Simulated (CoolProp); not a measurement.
c-C4F8 (RC318) along the isobar 5.72 bar: Z from the reference equation and from simpler models built on Tc = 115.2 °C, pc = 27.78 bar, ω = 0.355; each cubic takes its own stable root.

Values from CoolProp's reference Helmholtz-energy equation of state, Platzer 1990. This equation is an older, rougher fit; its heat capacities, sound speeds and derivatives of the liquid may be far off and weren't checked against measurements.

```
T (°C)   phase  reference
------  ------  ---------
-32.15  liquid    0.03347
-17.95  liquid    0.03251
-3.75   liquid    0.03174
10.45   liquid    0.03116
24.65   liquid    0.03077
38.85   liquid    0.03061
53.05      gas     0.8582
67.25      gas     0.8808
81.45      gas     0.8985
95.65      gas     0.9128
109.85     gas     0.9244
124.05     gas     0.9341
138.25     gas     0.9423
152.45     gas     0.9493
```

**Question.** How far does each simpler model (van der Waals, Soave-Redlich-Kwong) lie from the reference over these 14 states: mean and median of the absolute difference, and the worst?

**Answer.** 
- van der Waals: mean 596.9 %, median 3.9 %, worst +2792.8 % at 38.85 °C and 5.72 bar
- Soave-Redlich-Kwong: mean 2.9 %, median 0.2 %, worst +7.9 % at 38.85 °C and 5.72 bar

At some of these states van der Waals gives the other phase, because its saturation line lies elsewhere.
